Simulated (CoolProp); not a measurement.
Model: reference Helmholtz-energy equation of state, Lemmon 2005, in CoolProp. It is a short technical equation, of lower accuracy than the large ones.

Question: For cis-2-butene, give the phase and the density (kg/m³), Joule-Thomson coefficient (K/MPa), isothermal compressibility (1/MPa), fugacity coefficient at -123.55 °C and 5470 kPa; -74.35 °C and 5470 kPa; 7.55 °C and 5470 kPa.

Answer: 
- -123.55 °C and 5470 kPa: liquid; density 776, Joule-Thomson coefficient -0.516, isothermal compressibility 0.000541, fugacity coefficient 1.06e-6
- -74.35 °C and 5470 kPa: liquid; density 727, Joule-Thomson coefficient -0.505, isothermal compressibility 0.000822, fugacity coefficient 0.000292
- 7.55 °C and 5470 kPa: liquid; density 642, Joule-Thomson coefficient -0.383, isothermal compressibility 0.00181, fugacity coefficient 0.0250
